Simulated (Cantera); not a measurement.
Input: 1 mol Si, 1.6 mol HF, 0.3 mol N2, equilibrated at 925 K and 66.0 mbar.

Cantera equilibrium calculation (NASA polynomials, part measured and part estimated; ideal gas, pure solids and liquids). Candidate condensed phases: Si, Si3N4; 37 gas species. N2 is the only nitrogen source here; it is nearly inert below about 1500 K, so the nitride shown seldom forms there in practice. The tables' values for SiF3 are old estimates; treat these amounts as uncertain. The numbers say what is thermodynamically allowed, not how fast it happens.

Base state: H2 0.661, SiF4 0.322, SiHF3 0.0166, SiH2F2 0.000474, SiF3 0.000158 (mole fractions); condensed: Si(s) + Si3N4(s).

**Question.** What changes in the equilibrium state with this change: HF from 1.6 to 7.5 mol?

**Answer.** 
```tsv
species	before	after
HF	7.29e-6	0.515
H2	0.661	0.294
SiF4	0.322	0.147
N2	<1e-9	0.0441
SiHF3	0.0166	4.79e-8
SiH2F2	0.000474	<1e-9
SiF3	0.000158	<1e-9
Si(s), mol	0.145	0
Si3N4(s), mol	0.150	0
```

**Question.** What changes in the equilibrium state with this change: HF from 1.6 to 18 mol?

**Answer.** 
```json
[
 {"species": "HF", "before": "7.29e-6", "after": "0.809"},
 {"species": "H2", "before": "0.661", "after": "0.116"},
 {"species": "SiF4", "before": "0.322", "after": "0.0578"},
 {"species": "N2", "before": "<1e-9", "after": "0.0173"},
 {"species": "SiHF3", "before": "0.0166", "after": "4.71e-9"},
 {"species": "SiH2F2", "before": "0.000474", "after": "<1e-9"},
 {"species": "SiF3", "before": "0.000158", "after": "<1e-9"},
 {"species": "Si(s), mol", "before": "0.145", "after": "0"},
 {"species": "Si3N4(s), mol", "before": "0.150", "after": "0"}
]
```
